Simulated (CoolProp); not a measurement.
Propylene at 442.36 K and 0.309 MPa flows at 3.3 m/s in a round tube of 10 mm bore and 45 µm roughness, fully developed (64/Re and Nu = 3.66 if laminar; Colebrook and Gnielinski if turbulent). Each further row changes one setting.

Model: reference Helmholtz-energy equation of state, Lemmon 2013, in CoolProp.

| case | Reynolds number | Darcy friction factor | pressure drop (Pa/m) | heat-transfer coefficient (W/(m² K)) | mass flow (kg/h) |
|---|---|---|---|---|---|
| as stated | 9330 | 0.0374 | 73.0 | 121 | 3.34 |
| velocity 6.6 m/s | 18700 | 0.0340 | 265 | 230 | (withheld) |
| diameter 20 mm | 18700 | 0.0305 | (withheld) | 102 | (withheld) |

Question: Fill in the missing entries.

Answer: 
- velocity 6.6 m/s, mass flow (kg/h): 6.68
- diameter 20 mm, pressure drop (Pa/m): 29.8
- diameter 20 mm, mass flow (kg/h): 13.4

Viscosity comes from a separate model (Huber 2003), an estimate that may be off by 10 % or more. Thermal conductivity comes from a separate model (Huber 2003), an estimate that may be off by 10 % or more.
